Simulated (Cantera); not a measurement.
A closed system holds: 1 mol SiH₄, 0.55 mol CH₄, 180 mol H₂, equilibrated at 2473 K and 30000 Pa.

Cantera equilibrium calculation (NASA polynomials, part measured and part estimated; ideal gas, pure solids and liquids). Gases not in the tables: Si₂H₆ and higher silanes. Equilibrium is a limit: real reactors are often held back by kinetics, nucleation or transport.

```
species    before     after
-------  --------  --------
H₂          0.954     0.935
H          0.0398    0.0590
Si        0.00383   0.00428
CH₄       1.55e-5   6.73e-6
SiH₂     0.000262  0.000128
Si₂       2.91e-5   1.62e-5
Si₂C     0.000244  0.000138
CH₃       1.17e-5   7.70e-6
SiH      0.000564  0.000416
```
Gas species are given as mole fractions.

What was changed between the two runs?
A. pressure from 30000 Pa to 13300 Pa
B. pressure from 30000 Pa to 240 Pa
C. temperature from 2473 K to 1750 K
D. temperature from 2473 K to 948.15 K

A, pressure from 30000 Pa to 13300 Pa
